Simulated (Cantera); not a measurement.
Charge: 1 mol AlN, 5.1 mol Cl2, held at 16.0 Pa.

These are equilibrium values from Cantera (NASA tables, ideal gas, pure condensed phases), not measurements of a reactor. Candidate condensed phases: Al, AlCl3, AlN; 11 gas species. The tables' values for AlCl2 are old estimates; treat these amounts as uncertain. Rates play no part.

x: gas mole fraction; nothing condenses.

```
T (K)    x Cl    x Cl2  x AlCl3    x N2   x AlCl2  x AlCl
-----  ------  -------  -------  ------  --------  ------
1050   0.0510    0.662    0.191  0.0955  3.32e-10  <1e-12
1150    0.163    0.567    0.180  0.0900   6.72e-9  <1e-12
1250    0.381    0.381    0.159  0.0794   8.86e-8       …
1350    0.626    0.172    0.135  0.0674   9.42e-7       …
1450    0.763   0.0548    0.121  0.0606   9.40e-6       …
1550    0.809   0.0160    0.117  0.0584   8.25e-5       …
1650    0.822  0.00503    0.115  0.0577  0.000585       …
```

**Question.** Some entries are withheld; supply them.

**Answer.** 
- 1250, x AlCl: 1.20e-12
- 1350, x AlCl: 9.60e-11
- 1450, x AlCl: 6.89e-9
- 1550, x AlCl: 3.78e-7
- 1650, x AlCl: 1.39e-5
